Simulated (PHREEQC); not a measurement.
A solution holds 0.00076 mol Na2SiF6, 0.012 mol KOH, 0.0058 mol NH4Br and 0.0021 mol KF per kg of water, at 25 °C. It is in equilibrium with CO2 at log p = -2 (atm). Otherwise closed; pH follows from the charge balance.

Equilibrium calculation in PHREEQC: ion-association model, phreeqc.dat.

Each row changes one thing in this solution. Precipitation was switched off in this run.

```
case                                          pH  ionic strength (mol/kgw)  HCO3- (mol/kgw)  CO2 (mol/kgw)  NH3 (mol/kgw)  CO3-2 (mol/kgw)  SI of SiO2(a) (SiO2)
------------------------------------------  ----  ------------------------  ---------------  -------------  -------------  ---------------  --------------------
as made                                     7.70                    0.0213          0.00874       0.000339       0.000139          3.11e-5                 -0.41
KF replaced by KCl at the same molality     7.70                    0.0213          0.00874       0.000339       0.000139          3.11e-5                 -0.41
temperature from 25 to 55 °C                   …                    0.0204          0.00768       0.000178        0.00112          5.92e-5                 -0.64
temperature from 25 to 75 °C                7.92                    0.0189          0.00616       0.000133        0.00261          5.93e-5                     …
0.00053 mol/kgw Ca(OH)2 added                  …                    0.0228          0.00972       0.000338       0.000153          3.87e-5                 -0.41
KF from 0.0021 to 0.0042 mol/kgw            7.70                    0.0234          0.00875       0.000338       0.000137          3.15e-5                 -0.41
KF replaced by NH4BF4 at the same molality     …                    0.0214          0.00258       0.000339        5.67e-5          2.70e-6                 -0.41
Na2SiF6 from 0.00076 to 7.6e-05 mol/kgw        …                    0.0199           0.0114       0.000339       0.000181          5.26e-5                 -1.41
```

Task: Some entries are withheld; supply them.

Result: 
- temperature from 25 to 55 °C, pH: 7.86
- temperature from 25 to 75 °C, SI of SiO2(a) (SiO2): -0.78
- 0.00053 mol/kgw Ca(OH)2 added, pH: 7.75
- KF replaced by NH4BF4 at the same molality, pH: 7.17
- Na2SiF6 from 0.00076 to 7.6e-05 mol/kgw, pH: 7.82

Species that the database lacks are ignored. Some of these states are supersaturated (in Quartz (slow to form), Chalcedony (slow to form), Fluorite, for instance). Away from 25 °C the constants follow the database's enthalpies or fits; those with neither stay at their 25 °C values. SiF6-2 is the database's only silicon fluoride.
